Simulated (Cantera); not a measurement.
Cantera run, input and output.

```python
import numpy as np
import cantera as ct

gas = ct.Solution("gri30.yaml")
gas.TPX = 1498, 5700, {'CH4': 0.017, 'H2': 1}
reactor = ct.IdealGasConstPressureReactor(gas, energy="off", clone=False)
net = ct.ReactorNet([reactor])
net.rtol, net.atol = 1e-08, 1e-18
show = ['CH4', 'H2', 'C2H4', 'C2H2', 'C2H6', 'C2H']
times = np.geomspace(7e-05, 200, 14)

steps = ct.SolutionArray(gas, extra=["t"])
rows = []
print(f"{'t/s':>10s}{'T/K':>9s}{'P/Pa':>11s}" + "".join(f"{s:>11s}" for s in show))
for t in times:
    while net.time < t:
        t_next = net.step()
        steps.append(gas.state, t=t_next)
    rows.append([np.interp(t, steps.t, y) for y in (steps.T, steps.P, *steps(*show).X.T)])
    print(f"{t:10.3e}{rows[-1][0]:9.1f}{rows[-1][1]:11.4g}" + "".join(f"{x:11.3e}" for x in rows[-1][2:]))
rate = np.gradient(steps.T, steps.t)
print("integrator steps:", len(steps.t))
if steps.T.max() > steps.T[0] + 200:
    print(f"time of steepest temperature rise: {steps.t[rate.argmax()]:.4e} s")
gas.TPX = 1498, 5700, {'CH4': 0.017, 'H2': 1}
gas.equilibrate("TP")
print(f"equilibrium (TP): T = {gas.T:.1f} K  " + "  ".join(f"{s} {gas[s].X[0]:.3e}" for s in show))
```

Result:

```
       t/s      T/K       P/Pa        CH4         H2       C2H4       C2H2       C2H6        C2H
 7.000e-05   1498.0       5700  1.672e-02  9.833e-01  1.557e-15  8.440e-20  4.637e-15  8.543e-30
 2.196e-04   1498.0       5700  1.672e-02  9.833e-01  4.435e-14  7.727e-18  1.078e-13  2.578e-27
 6.892e-04   1498.0       5700  1.672e-02  9.833e-01  1.332e-12  7.496e-16  2.948e-12  8.064e-25
 2.162e-03   1498.0       5700  1.672e-02  9.833e-01  4.052e-11  7.726e-14  8.146e-11  2.595e-22
 6.785e-03   1498.0       5700  1.671e-02  9.833e-01  1.284e-09  9.613e-12  2.001e-09  1.010e-19
 2.129e-02   1498.0       5700  1.671e-02  9.833e-01  4.529e-08  1.712e-09  3.244e-08  5.530e-17
 6.680e-02   1498.0       5700  1.670e-02  9.832e-01  1.287e-06  3.438e-07  2.132e-07  2.943e-14
 2.096e-01   1498.0       5700  1.665e-02  9.832e-01  6.401e-06  1.410e-05  3.847e-07  1.752e-12
 6.576e-01   1498.0       5700  1.650e-02  9.833e-01  7.964e-06  8.430e-05  3.845e-07  1.059e-11
 2.063e+00   1498.0       5700  1.606e-02  9.835e-01  1.109e-05  2.991e-04  3.661e-07  3.764e-11
 6.474e+00   1498.0       5700  1.481e-02  9.842e-01  1.995e-05  9.056e-04  3.167e-07  1.147e-10
 2.031e+01   1498.0       5700  1.190e-02  9.857e-01  4.091e-05  2.320e-03  2.158e-07  2.980e-10
 6.374e+01   1498.0       5700  7.496e-03  9.879e-01  7.336e-05  4.456e-03  1.037e-07  5.871e-10
 2.000e+02   1498.0       5700  4.389e-03  9.895e-01  9.684e-05  5.962e-03  5.571e-08  8.034e-10
integrator steps: 571
equilibrium (TP): T = 1498.0 K  CH4 3.833e-03  H2 9.898e-01  C2H4 1.011e-04  C2H2 6.232e-03  C2H6 4.998e-08  C2H 8.439e-10
```

Detailed kinetics in Cantera: GRI-Mech 3.0 (53 species, 325 reactions). GRI-Mech 3.0 stops at C3 and has no aromatics, soot or wall deposition, so with more carbon than oxygen in the feed, carbon stays in small species such as C2H2 where larger ones or solid carbon would form.
